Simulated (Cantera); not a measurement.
An adiabatic, constant-pressure homogeneous reactor starts with CH4 : O2 : N2 = 1 : 1.43 : 5.37 (molar parts), equivalence ratio 1.4, at 1650 K and 10.0 bar. Integrator tolerance rtol = 1e-08.

Model: GRI-Mech 3.0 (53 species, 325 reactions), integrated in Cantera.

Problem. What does this change do: initial temperature 1650 to 1025 K?

Solution. 
| quantity | before | after |
|---|---|---|
| time of steepest temperature rise | 56.7 µs | 62.9 ms |
| temperature at 2.00 s | 2949 K | 2527 K |
| equilibrium temperature | 2949 K | 2527 K |
| x(CH4) at 2.00 s | 6.13e-12 (gas-phase equilibrium 7.14e-12) | 2.31e-11 (gas-phase equilibrium 2.60e-11) |
| x(O2) at 2.00 s | 0.00126 (gas-phase equilibrium 0.00126) | 4.65e-5 (gas-phase equilibrium 4.65e-5) |
| x(CH2) at 2.00 s | 6.24e-12 (gas-phase equilibrium 6.65e-12) | <1e-12 (gas-phase equilibrium 1.08e-12) |
| x(HCO) at 2.00 s | 6.91e-7 (gas-phase equilibrium 6.91e-7) | 2.32e-7 (gas-phase equilibrium 2.32e-7) |
| x(N2O) at 2.00 s | 4.97e-7 (gas-phase equilibrium 4.97e-7) | 5.13e-8 (gas-phase equilibrium 5.13e-8) |
| x(C2H) at 2.00 s | <1e-12 (gas-phase equilibrium <1e-12) | <1e-12 (gas-phase equilibrium <1e-12) |

Problem. What does this change do: initial temperature 1650 to 1223 K?

Solution. 
```
quantity                                                              before                                      after
---------------------------------  -----------------------------------------  -----------------------------------------
time of steepest temperature rise                                    56.7 µs                                    4.26 ms
temperature at 2.00 s                                                 2949 K                                     2675 K
equilibrium temperature                                               2949 K                                     2675 K
x(CH4) at 2.00 s                   6.13e-12 (gas-phase equilibrium 7.14e-12)  1.29e-11 (gas-phase equilibrium 1.47e-11)
x(O2) at 2.00 s                      0.00126 (gas-phase equilibrium 0.00126)  0.000178 (gas-phase equilibrium 0.000178)
x(CH2) at 2.00 s                   6.24e-12 (gas-phase equilibrium 6.65e-12)  1.90e-12 (gas-phase equilibrium 2.07e-12)
x(HCO) at 2.00 s                     6.91e-7 (gas-phase equilibrium 6.91e-7)    3.49e-7 (gas-phase equilibrium 3.49e-7)
x(N2O) at 2.00 s                     4.97e-7 (gas-phase equilibrium 4.97e-7)    1.28e-7 (gas-phase equilibrium 1.28e-7)
x(C2H) at 2.00 s                       <1e-12 (gas-phase equilibrium <1e-12)      <1e-12 (gas-phase equilibrium <1e-12)
```
